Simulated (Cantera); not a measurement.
An isothermal, constant-pressure homogeneous reactor starts with 41.5 % H₂, 24.4 % O₂, 34.1 % N₂, equivalence ratio 0.85, at 850 K and 0.230 bar.

Computed with Cantera and the H2/O2 subset of GRI-Mech 3.0, which has no nitrogen chemistry. Below about 950 K walls govern HO2 and H2O2 in real vessels. The temperature is held fixed by assumption; the heat of reaction is taken as removed at once.

Question: Predict: x(H₂) at 80.0 s; x(O₂) at 80.0 s; x(OH) at 80.0 s; x(H) at 80.0 s; x(HO₂) at 80.0 s; x(H₂O₂) at 80.0 s; x(H₂O) at 80.0 s.

Answer: 
| Quantity | Value |
|---|---|
| x(H₂) at 80.0 s | 0.0553 (gas-phase equilibrium 2.35e-12) |
| x(O₂) at 80.0 s | 0.0724 (gas-phase equilibrium 0.0462) |
| x(OH) at 80.0 s | 1.02e-8 (gas-phase equilibrium 8.31e-9) |
| x(H) at 80.0 s | 4.37e-8 (gas-phase equilibrium <1e-12) |
| x(HO₂) at 80.0 s | 1.46e-5 (gas-phase equilibrium 2.82e-11) |
| x(H₂O₂) at 80.0 s | 0.000266 (gas-phase equilibrium 1.59e-11) |
| x(H₂O) at 80.0 s | 0.453 (gas-phase equilibrium 0.523) |
